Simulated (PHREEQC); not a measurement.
0.01 mol of Cu(OH)2 (Cu(OH)2) is brought to equilibrium with 1 kg of water holding 0.1 mol NaCl, at 25 °C, the pH being set by adding NaOH or HCl. Oxygen is held at 0.21 atm. CO2 from the air is kept out. Only these solids could form: Cu(OH)2, Atacamite.

Base run: PHREEQC, ion-association model, wateq4f.dat. Each further column changes one thing. The table gives dissolved Cu (mol/kgw).

| pH | base | temperature from 25 to 30 °C |
|---|---|---|
| 3 | 0.01000 | 0.01000 |
| 4 | 0.01000 | 0.01000 |
| 5 | 0.00149 | 0.00119 |
| 6 | 4.78e-5 | ___ |
| 7 | 2.66e-6 | ___ |
| 8 | 3.52e-6 | ___ |
| 9 | 8.92e-6 | 5.83e-6 |
| 10 | 8.92e-6 | 5.83e-6 |
| 11 | 8.98e-6 | ___ |
| 12 | 9.89e-6 | 6.47e-6 |
| 13 | 5.21e-5 | ___ |

Question: Some entries are withheld; supply them.

Answer: 
- 6, temperature from 25 to 30 °C: 3.81e-5
- 7, temperature from 25 to 30 °C: 2.09e-6
- 8, temperature from 25 to 30 °C: 2.72e-6
- 11, temperature from 25 to 30 °C: 5.87e-6
- 13, temperature from 25 to 30 °C: 3.51e-5

The database's constant for dissolved Cu(OH)2 is higher than later reviews accept.
